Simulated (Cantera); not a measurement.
A Cantera script and its output.

```python
import numpy as np
import cantera as ct

gas = ct.Solution("gri30.yaml")
gas.TP = 300, 101325
flame = ct.CounterflowDiffusionFlame(gas, width=0.02)
flame.fuel_inlet.X, flame.fuel_inlet.T = {'CH4': 1, 'H2': 1.2}, 323
flame.oxidizer_inlet.X, flame.oxidizer_inlet.T = {'O2': 0.21, 'N2': 0.79}, 350
flame.set_refine_criteria(ratio=3, slope=0.12, curve=0.24, prune=0.03)
show = ['OH', 'H', 'NO', 'CO', 'C2H2']

rows = []
print(f"{'mdot':>8s}{'a_max':>10s}{'a_mean':>10s}{'Tmax/K':>9s}" + "".join(f"{s:>11s}" for s in show) + "   (peak mole fractions)")
for i, mdot in enumerate([0.61, 0.75, 0.92, 1.1, 1.4, 1.7, 2.1, 2.6, 3.2, 4]):  # kg/m2/s on the oxidiser side
    flame.oxidizer_inlet.mdot, flame.fuel_inlet.mdot = mdot, 0.61 * mdot
    flame.solve(loglevel=0, auto=(i == 0))
    if flame.T.max() < max(323, 350) + 100:
        print(f"{mdot:8.3g}  no burning solution found from the previous one")
        break
    dT = np.abs(np.gradient(flame.T, flame.grid))
    rows.append([flame.strain_rate("max"), flame.strain_rate("mean"), flame.T.max(),
                 *(flame.X[gas.species_index(s)].max() for s in show), max(dT[0], dT[-1]) / dT.max()])
    print(f"{mdot:8.3g}{rows[-1][0]:10.1f}{rows[-1][1]:10.1f}{rows[-1][2]:9.1f}" + "".join(f"{x:11.3e}" for x in rows[-1][3:-1]))
```

Result:

```
    mdot     a_max    a_mean   Tmax/K         OH          H         NO         CO       C2H2   (peak mole fractions)
    0.61     519.5      89.1   2157.4  1.170e-02  8.296e-03  1.794e-04  3.419e-02  7.241e-03
    0.75     629.4     109.6   2143.5  1.169e-02  8.699e-03  1.681e-04  3.387e-02  7.174e-03
    0.92     760.4     134.4   2133.7  1.175e-02  9.150e-03  1.587e-04  3.372e-02  7.211e-03
     1.1     894.6     160.7   2121.9  1.171e-02  9.521e-03  1.490e-04  3.346e-02  7.202e-03
     1.4    1108.2     204.5   2105.3  1.160e-02  1.001e-02  1.358e-04  3.315e-02  7.181e-03
     1.7    1312.9     248.4   2091.4  1.147e-02  1.040e-02  1.251e-04  3.293e-02  7.155e-03
     2.1    1578.3     306.8   2076.6  1.132e-02  1.082e-02  1.135e-04  3.271e-02  7.111e-03
     2.6    1898.2     379.9   2061.8  1.114e-02  1.125e-02  1.021e-04  3.255e-02  7.053e-03
     3.2    2272.5     467.5   2047.0  1.095e-02  1.167e-02  9.119e-05  3.243e-02  6.953e-03
       4    2758.1     584.4   2029.1  1.066e-02  1.208e-02  7.919e-05  3.234e-02  6.766e-03
```

Detailed kinetics in Cantera: GRI-Mech 3.0 (53 species, 325 reactions). GRI-Mech 3.0 has no aromatics or soot, which form on the fuel side of real flames. The maximum strain rate includes the flame's own expansion and is several times the mean.
